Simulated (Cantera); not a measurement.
An isothermal, constant-pressure homogeneous reactor starts with NO : N₂ : H₂O = 1 : 3.8 : 0.062 (molar parts), at 2023 K and 750 Torr.

Detailed kinetics in Cantera: GRI-Mech 3.0 (53 species, 325 reactions).

Problem. Predict: x(NO) at 1.00 s; x(O) at 1.00 s; x(O₂) at 1.00 s; x(N₂) at 1.00 s; x(NO₂) at 1.00 s; x(N₂O) at 1.00 s.

Solution. 
- x(NO) at 1.00 s: 0.0836 (gas-phase equilibrium 0.00596)
- x(O) at 1.00 s: 0.000199 (gas-phase equilibrium 0.000253)
- x(O₂) at 1.00 s: 0.0607 (gas-phase equilibrium 0.0995)
- x(N₂) at 1.00 s: 0.842 (gas-phase equilibrium 0.881)
- x(NO₂) at 1.00 s: 7.47e-5 (gas-phase equilibrium 6.80e-6)
- x(N₂O) at 1.00 s: 3.13e-6 (gas-phase equilibrium 3.54e-7)
